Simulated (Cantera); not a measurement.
## Reactions in the system C-Na-O

Source: NASA polynomial tables (part measured, part estimated), evaluated in Cantera. Values are per mole of reaction as written; species without (g) are pure solids or liquids, kept so even where they would boil at 1 bar.

2 Na₂CO₃ → 4 Na + 3 O₂(g) + 2 C

```
T (K)  ΔH° (kJ)  ΔS° (J/K)  ΔG° (kJ)  log10 K               condensed phases
-----  --------  ---------  --------  -------  -----------------------------
1048     2226.5      519.2    1682.3   -83.85  Na₂CO₃(s), Na(l), C(graphite)
1098     2220.9      514.0    1656.5   -78.80  Na₂CO₃(s), Na(l), C(graphite)
1148     2155.8      456.0    1632.3   -74.27  Na₂CO₃(l), Na(l), C(graphite)
1198     2150.2      451.3    1609.6   -70.18  Na₂CO₃(l), Na(l), C(graphite)
1248     2144.8      446.9    1587.1   -66.43  Na₂CO₃(l), Na(l), C(graphite)
1298     2139.5      442.7    1564.9   -62.97  Na₂CO₃(l), Na(l), C(graphite)
```
